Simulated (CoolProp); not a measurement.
A single-stage vapour-compression cycle with the fluid: evaporating at 273.15 K (dew point), condensing at 323.15 K (bubble point), superheat 5 K, subcooling 5 K, compressor efficiency 0.8, no pressure losses. The same conditions are run with several fluids, on thermodynamics alone (safety and materials aside).

Computed with CoolProp (reference Helmholtz-energy equation of state of each fluid (neopentane: Lemmon 2006; R152A: Outcalt 1996; C3F8 (R218): Lemmon 2006; trans-2-butene: Lemmon 2005; c-C4F8 (RC318): Platzer 1990; R123: Younglove 1994)). The equations of Platzer and Polt are older, rougher fits.

Question: Rank neopentane, R152A, C3F8 (R218), trans-2-butene, c-C4F8 (RC318), R123 by cooling COP, highest first.

Answer: R123 (3.76), trans-2-butene (3.72), R152A (3.60), neopentane (3.55), c-C4F8 (RC318) (3.17), C3F8 (R218) (2.52)

```tsv
fluid	pressure ratio	discharge temperature (K)	refrigerating effect (kJ/kg)	volumetric capacity (kJ/m³)
neopentane	5.02	323.1	227	520
R152A	4.46	352.1	232	1890
C3F8 (R218)	3.90	323.1	41.8	1610
trans-2-butene	4.92	337.5	309	764
c-C4F8 (RC318)	5.03	323.2	68.4	802
R123	6.51	336.7	139	305
```

The compression ends wet for: neopentane; C3F8 (R218); c-C4F8 (RC318).
